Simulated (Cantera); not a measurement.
Thermodynamics of iron carbonyl, mercury and lead vapours, feed PbO + H2 + N2

Feed: 1 mol PbO, 0.18 mol H2, 0.56 mol N2, equilibrated at 1200 K and 1.50 Torr.

Cantera equilibrium calculation (NASA polynomials, part measured and part estimated; ideal gas, pure solids and liquids). Candidate condensed phases: H2O, Pb, PbO, PbO2, Pb3O4; 27 gas species. Kinetics and transport are ignored.

```json
{
  "x(N2)": "0.588",
  "x(H2O)": "0.189",
  "x(Pb)": "0.189",
  "x(PbO)": "0.0341",
  "x(H2)": "3.38e-5",
  "x(Pb2)": "4.14e-6",
  "x(O2)": "2.53e-6",
  "x(OH)": "1.15e-6",
  "n(PbO(l))": "0.788 mol",
  "gas_amount": "0.9525 mol",
  "log10 activity of Pb(l) (absent)": "-0.23",
  "log10 activity of PbO2(s) (absent)": "-6.78"
}
```
